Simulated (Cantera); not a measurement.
An adiabatic, constant-volume homogeneous reactor starts with C3H8 : O2 : N2 = 1 : 2.63 : 9.89 (molar parts), at 1723 K and 74000 Pa. Integrator tolerance rtol = 1e-08.

Detailed kinetics in Cantera: GRI-Mech 3.0 (53 species, 325 reactions). GRI-Mech 3.0 was tuned for natural gas; its chemistry of propane as a main component is partial and can be far from experiment. Above 3000 K some thermodynamic fits are extrapolated.

Task: What does this change do: initial temperature 1723 to 1673 K?

Result: 
```json
[
 {"quantity": "time of steepest temperature rise", "before": "23.0 µs", "after": "29.4 µs"},
 {"quantity": "temperature at 0.700 s", "before": "2949 K", "after": "2930 K"},
 {"quantity": "equilibrium temperature", "before": "2949 K", "after": "2930 K"},
 {"quantity": "x(C3H8) at 0.700 s", "before": "<1e-12 (gas-phase equilibrium <1e-12)", "after": "<1e-12 (gas-phase equilibrium <1e-12)"},
 {"quantity": "x(O2) at 0.700 s", "before": "0.000666 (gas-phase equilibrium 0.000666)", "after": "0.000579 (gas-phase equilibrium 0.000579)"},
 {"quantity": "x(H) at 0.700 s", "before": "0.0355 (gas-phase equilibrium 0.0355)", "after": "0.0331 (gas-phase equilibrium 0.0331)"},
 {"quantity": "x(H2O2) at 0.700 s", "before": "5.10e-8 (gas-phase equilibrium 5.10e-8)", "after": "4.72e-8 (gas-phase equilibrium 4.72e-8)"},
 {"quantity": "x(H2O) at 0.700 s", "before": "0.0966 (gas-phase equilibrium 0.0966)", "after": "0.0980 (gas-phase equilibrium 0.0980)"}
]
```

Task: What does this change do: initial temperature 1723 to 1775 K?

Result: 
| quantity | before | after |
|---|---|---|
| time of steepest temperature rise | 23.0 µs | 18.4 µs |
| temperature at 0.700 s | 2949 K | 2969 K |
| equilibrium temperature | 2949 K | 2969 K |
| x(C3H8) at 0.700 s | <1e-12 (gas-phase equilibrium <1e-12) | <1e-12 (gas-phase equilibrium <1e-12) |
| x(O2) at 0.700 s | 0.000666 (gas-phase equilibrium 0.000666) | 0.000764 (gas-phase equilibrium 0.000764) |
| x(H) at 0.700 s | 0.0355 (gas-phase equilibrium 0.0355) | 0.0380 (gas-phase equilibrium 0.0380) |
| x(H2O2) at 0.700 s | 5.10e-8 (gas-phase equilibrium 5.10e-8) | 5.48e-8 (gas-phase equilibrium 5.48e-8) |
| x(H2O) at 0.700 s | 0.0966 (gas-phase equilibrium 0.0966) | 0.0952 (gas-phase equilibrium 0.0952) |

Task: What does this change do: initial temperature 1723 to 1650 K?

Result: 
```
quantity                                                              before                                      after
---------------------------------  -----------------------------------------  -----------------------------------------
time of steepest temperature rise                                    23.0 µs                                    33.3 µs
temperature at 0.700 s                                                2949 K                                     2920 K
equilibrium temperature                                               2949 K                                     2920 K
x(C3H8) at 0.700 s                     <1e-12 (gas-phase equilibrium <1e-12)      <1e-12 (gas-phase equilibrium <1e-12)
x(O2) at 0.700 s                   0.000666 (gas-phase equilibrium 0.000666)  0.000541 (gas-phase equilibrium 0.000541)
x(H) at 0.700 s                        0.0355 (gas-phase equilibrium 0.0355)      0.0320 (gas-phase equilibrium 0.0320)
x(H2O2) at 0.700 s                   5.10e-8 (gas-phase equilibrium 5.10e-8)    4.55e-8 (gas-phase equilibrium 4.55e-8)
x(H2O) at 0.700 s                      0.0966 (gas-phase equilibrium 0.0966)      0.0986 (gas-phase equilibrium 0.0986)
```
